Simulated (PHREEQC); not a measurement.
## Spent oxide etchant: speciation

Make-up at 25 °C: 12 mmol/kgw NH4HF2, 120 mmol/kgw (NH4)2SiF6 and 28 mmol/kgw H2SO4. Closed to the air; pH follows from the charge balance.

The numbers come from PHREEQC with the ion-association model, phreeqc.dat.

```json
{
  "pH": "1.56",
  "ionic_strength": "0.412 mol/kgw",
  "activity_of_water": "0.992",
  "density": "1.011 g/cm³",
  "total_alkalinity": "-548 meq/kg"
}
```

```tsv
species	molality	activity	log γ
NH4+	0.245	0.150	-0.214
SiF6-2	0.120	0.0276	-0.638
H+	0.0356	0.0274	-0.113
HF	0.0229	0.0252	0.041
SO4-2	0.0117	0.00259	-0.654
HSO4-	0.00946	0.00691	-0.136
NH4SO4-	0.00684	0.00500	-0.136
F-	0.000945	0.000612	-0.188
HF2-	8.10e-5	5.92e-5	-0.136
H4SiO4	5.41e-7	5.94e-7	0.041
NH3	2.83e-9	3.11e-9	0.041
```

This is a speciation only: nothing precipitates in the calculation. Complexes and solids missing from the database can't appear. SiF6-2 is the database's only silicon fluoride.
